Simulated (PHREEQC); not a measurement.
## Brine: speciation

Make-up at 25 °C: 0.1 mol/kgw Na2CO3 and 0.00013 mol/kgw H3BO3. Closed to the air; pH follows from the charge balance.

All values are PHREEQC results (ion-association model, phreeqc.dat), not measurements.

This is a speciation only: nothing precipitates in the calculation.

Task: Estimate the pH.

Result: pH 11.25.

Task: In which forms is C present?

Result: CO3-2 52 %, NaCO3- 46 %, HCO3- 2.6 % of the C.
